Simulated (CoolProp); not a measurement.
Values from CoolProp's reference Helmholtz-energy equation of state, Thol 2015.

### Question
For 1,2-dichloroethane, give the phase and the density (kg/m³), Joule-Thomson coefficient (K/MPa), isothermal compressibility (1/MPa), expansivity (1/kK) at 84.15 °C and 25.6 MPa.

### Answer
- 84.15 °C and 25.6 MPa: liquid; density 1190, Joule-Thomson coefficient -0.375, isothermal compressibility 0.000983, expansivity 1.14
